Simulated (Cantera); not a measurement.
A perfectly stirred reactor is fed with CH4 : H2 : CO2 = 0.012 : 1 : 0.019 (molar parts), at 0.132 atm; it is held at 2525 K, and followed from long to short residence time.

Model: GRI-Mech 3.0 (53 species, 325 reactions), integrated in Cantera.

Problem. Predict: x(CH4) at τ = 0.590 s; x(H2) at τ = 0.590 s; x(CO2) at τ = 0.590 s; x(CO) at τ = 0.590 s; x(O) at τ = 0.590 s; x(CH4) at τ = 13.0 ms; x(H2) at τ = 13.0 ms; x(CO2) at τ = 13.0 ms; x(CO) at τ = 13.0 ms; x(O) at τ = 13.0 ms.

Solution. 
```
Item                     Result
---------------------  --------
x(CH4) at τ = 0.590 s   6.69e-6
x(H2) at τ = 0.590 s      0.894
x(CO2) at τ = 0.590 s   3.24e-5
x(CO) at τ = 0.590 s     0.0283
x(O) at τ = 0.590 s     5.57e-6
x(CH4) at τ = 13.0 ms  0.000336
x(H2) at τ = 13.0 ms      0.917
x(CO2) at τ = 13.0 ms   9.11e-5
x(CO) at τ = 13.0 ms     0.0256
x(O) at τ = 13.0 ms     3.28e-6
```
